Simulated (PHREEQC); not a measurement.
1 kg of water holding 0.27 mol/kgw NaHCO3 meets 20 L of dry gas (CO2 0.43, CH4 0.57 by moles) at fixed total pressure, at 40 °C; fugacities by Peng-Robinson. The gases take part in no redox reaction, some water evaporates into the gas, and hydrates or a liquid gas phase aren't modelled. Precipitation was switched off in this run.

The numbers come from PHREEQC with the ion-association model, phreeqc.dat.

```
P (atm)  dissolved CO2 (all carbonate carbon) (mol/kgw)  φ of CO2  p of CO2 (atm)  dissolved CH4 (mol/kgw)
-------  ----------------------------------------------  --------  --------------  -----------------------
2                                                 0.286     0.991           0.818                  0.00128
5                                                 0.315     0.977            2.09                  0.00323
10                                                0.359     0.954            4.21                  0.00642
20                                                0.440     0.911            8.45                   0.0125
30                                                0.511     0.868            12.7                   0.0182
40                                                0.574     0.827            17.0                   0.0236
50                                                0.628     0.788            21.2                   0.0286
75                                                0.732     0.696            32.0                   0.0402
100                                               0.799     0.614            42.7                   0.0503
150                                                 [?]       [?]            64.2                   0.0676
200                                               0.884     0.405            85.6                   0.0815
300                                               0.914       [?]             129                    0.103
400                                               0.938     0.286             171                    0.119
```

### Question
Fill in the missing entries.

### Answer

- 150, dissolved CO2 (all carbonate carbon) (mol/kgw): 0.860
- 150, φ of CO2: 0.486
- 300, φ of CO2: 0.323

Complexes and solids missing from the database can't appear. At this temperature some constants are extrapolated from 25 °C, and those without enthalpy data are left unchanged.
